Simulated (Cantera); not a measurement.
Cantera run:

```python
import numpy as np
import cantera as ct

gas_names = """
    H HO2 H2 H2O H2O2 Hg O OH O2 O3
""".split()
cond_names = """
    H2O(s) H2O(L) Hg(cr) Hg(L) HgO(s)
""".split()


# ... load() reads the species with a 1 bar reference pressure and builds the phases ...
atoms = {
    'HgO': {'Hg': 1, 'O': 1},
    'H2': {'H': 2},
}
top_T = {}  # K; cautious upper limits of use, not melting points


# ... equilibrate(T, P, feed) seeds the gas with the atoms and calls Mixture.equilibrate('TP', solver="vcs", rtol=1e-11, max_steps=5000) ...
results = []
feed = {'HgO': 1, 'H2': 0.066}  # mol
P = 220  # Pa
for T in [475, 575, 675, 775, 875, 975, 1075, 1175, 1275, 1375, 1475, 1575]:
    mix = equilibrate(T, P, feed)
    results.append((T, P, feed, dict(zip(mix.species_names, mix.species_moles))))

top = {s: max(r[3][s] / sum(r[3][g] for g in gas_names) for r in results) for s in gas_names}
cols = sorted((s for s in top if top[s] > 1e-06), key=lambda s: -top[s])[:5]
seen = [c for c in cond_names if any(r[3].get(c, 0) > 1e-12 for r in results)]
print("log10 of partial pressures in bar; condensed amounts in mol")
print(f"{'T/K':>10s}" + "".join(f"{s[:9]:>10s}" for s in cols + seen))
for T, P, feed, n in results:
    ng = sum(n[g] for g in gas_names)
    print(f"{T:10.4g}" + "".join(f"{np.log10(max(n[s] / ng * P / 1e5, 1e-99)):10.3f}" for s in cols)
          + "".join(f"{n.get(c, 0):10.4g}" for c in seen))
```

It prints:

```
log10 of partial pressures in bar; condensed amounts in mol
       T/K        Hg       H2O        O2        OH         O    HgO(s)
       475    -2.958    -2.959    -6.001   -18.590   -27.313    0.9339
       575    -2.843    -4.024    -3.174   -15.330   -21.107         0
       675    -2.843    -4.024    -3.174   -13.154   -17.727         0
       775    -2.843    -4.024    -3.174   -11.537   -15.215         0
       875    -2.843    -4.024    -3.174   -10.287   -13.274         0
       975    -2.843    -4.024    -3.174    -9.293   -11.729         0
      1075    -2.843    -4.024    -3.174    -8.483   -10.469         0
      1175    -2.843    -4.024    -3.174    -7.810    -9.423         0
      1275    -2.843    -4.024    -3.174    -7.243    -8.539         0
      1375    -2.843    -4.024    -3.174    -6.758    -7.783         0
      1475    -2.843    -4.025    -3.174    -6.339    -7.129         0
      1575    -2.843    -4.026    -3.174    -5.974    -6.557         0
```

These are equilibrium values from Cantera (NASA tables, ideal gas, pure condensed phases), not measurements of a reactor.
